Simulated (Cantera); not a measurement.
An adiabatic, constant-volume homogeneous reactor starts with CH4 : O2 : N2 = 1 : 2.63 : 9.89 (molar parts), equivalence ratio 0.76, at 1775 K and 48000 Pa. Integrator tolerance rtol = 1e-08.

Model: GRI-Mech 3.0 (53 species, 325 reactions), integrated in Cantera.

### Question
What does this change do: 0.53 parts H2 added?

### Answer
```tsv
quantity	before	after
time of steepest temperature rise	0.241 ms	0.107 ms
temperature at 0.200 s	2819 K	2866 K
equilibrium temperature	2819 K	2866 K
x(CH4) at 0.200 s	<1e-12 (gas-phase equilibrium <1e-12)	<1e-12 (gas-phase equilibrium <1e-12)
x(O2) at 0.200 s	0.0477 (gas-phase equilibrium 0.0477)	0.0357 (gas-phase equilibrium 0.0357)
x(H2) at 0.200 s	0.0132 (gas-phase equilibrium 0.0132)	0.0213 (gas-phase equilibrium 0.0213)
x(HO2) at 0.200 s	9.70e-6 (gas-phase equilibrium 9.70e-6)	9.32e-6 (gas-phase equilibrium 9.32e-6)
x(HCO) at 0.200 s	2.73e-8 (gas-phase equilibrium 2.73e-8)	4.42e-8 (gas-phase equilibrium 4.42e-8)
x(CH2) at 0.200 s	<1e-12 (gas-phase equilibrium <1e-12)	<1e-12 (gas-phase equilibrium <1e-12)
```

### Question
What does this change do: pressure from 48000 Pa to 2000000 Pa?

### Answer
```tsv
quantity	before	after
time of steepest temperature rise	0.241 ms	9.95 µs
temperature at 0.200 s	2819 K	3127 K
equilibrium temperature	2819 K	3127 K
x(CH4) at 0.200 s	<1e-12 (gas-phase equilibrium <1e-12)	<1e-12 (gas-phase equilibrium <1e-12)
x(O2) at 0.200 s	0.0477 (gas-phase equilibrium 0.0477)	0.0408 (gas-phase equilibrium 0.0408)
x(H2) at 0.200 s	0.0132 (gas-phase equilibrium 0.0132)	0.00701 (gas-phase equilibrium 0.00701)
x(HO2) at 0.200 s	9.70e-6 (gas-phase equilibrium 9.70e-6)	4.24e-5 (gas-phase equilibrium 4.24e-5)
x(HCO) at 0.200 s	2.73e-8 (gas-phase equilibrium 2.73e-8)	1.70e-7 (gas-phase equilibrium 1.70e-7)
x(CH2) at 0.200 s	<1e-12 (gas-phase equilibrium <1e-12)	<1e-12 (gas-phase equilibrium <1e-12)
```
The pressure lies above the range GRI-Mech 3.0 was tuned for (to about 10 atm). Above 3000 K some thermodynamic fits are extrapolated.

### Question
What does this change do: constant pressure in place of constant volume?

### Answer
| quantity | before | after |
|---|---|---|
| time of steepest temperature rise | 0.241 ms | 0.253 ms |
| temperature at 0.200 s | 2819 K | 2698 K |
| equilibrium temperature | 2819 K | 2698 K |
| x(CH4) at 0.200 s | <1e-12 (gas-phase equilibrium <1e-12) | <1e-12 (gas-phase equilibrium <1e-12) |
| x(O2) at 0.200 s | 0.0477 (gas-phase equilibrium 0.0477) | 0.0479 (gas-phase equilibrium 0.0479) |
| x(H2) at 0.200 s | 0.0132 (gas-phase equilibrium 0.0132) | 0.0111 (gas-phase equilibrium 0.0111) |
| x(HO2) at 0.200 s | 9.70e-6 (gas-phase equilibrium 9.70e-6) | 6.80e-6 (gas-phase equilibrium 6.80e-6) |
| x(HCO) at 0.200 s | 2.73e-8 (gas-phase equilibrium 2.73e-8) | 1.25e-8 (gas-phase equilibrium 1.25e-8) |
| x(CH2) at 0.200 s | <1e-12 (gas-phase equilibrium <1e-12) | <1e-12 (gas-phase equilibrium <1e-12) |
